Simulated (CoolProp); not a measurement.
Ammonia at 256.77 K and 0.0112 MPa is throttled through a valve to 0.00375 MPa with no heat exchange. Each further row changes one setting.

The numbers come from the reference Helmholtz-energy equation of state, Gao 2020 in CoolProp.

```json
[
 {"case": "as stated", "temperature change (K)": "(withheld)", "final density (kg/m³)": "(withheld)"},
 {"case": "outlet pressure 0.00112 MPa", "temperature change (K)": "(withheld)", "final density (kg/m³)": "(withheld)"},
 {"case": "outlet pressure 0.00487 MPa", "temperature change (K)": "-0.3", "final density (kg/m³)": "(withheld)"}
]
```

Problem. What belongs in the gaps?

Solution. 
- as stated, temperature change (K): -0.4
- as stated, final density (kg/m³): 0.0300
- outlet pressure 0.00112 MPa, temperature change (K): -0.5
- outlet pressure 0.00112 MPa, final density (kg/m³): 0.00896
- outlet pressure 0.00487 MPa, final density (kg/m³): 0.0389
